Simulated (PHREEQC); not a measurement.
Solution (25 °C): 2 mmol/kgw HF, 42 mmol/kgw NaF and 0.28 mmol/kgw H4SiO4. Closed to the air; pH follows from the charge balance.

Equilibrium calculation in PHREEQC: ion-association model, wateq4f.dat.

```csv
quantity,before,after
pH,4.82,5.56
F- (mol/kgw),0.0407,0.0412
HF (mol/kgw),0.000747,0.000138
NaF (mol/kgw),0.000658,0.000667
HF2- (mol/kgw),0.000118,2.20e-5
H2F2 (mol/kgw),1.47e-6,5.00e-8
```

Q: What was changed between the two runs?
A. H4SiO4 left out
B. H4SiO4 from 0.00028 to 0.000308 mol/kgw
C. temperature from 25 to 70 °C
D. diluted 2-fold with water
E. HF from 0.002 to 0.0004 mol/kgw

A: E, HF from 0.002 to 0.0004 mol/kgw

Precipitation was switched off in this run. Some of these states are supersaturated (in Quartz (slow to form), for instance). SiF6-2 is the database's only silicon fluoride.
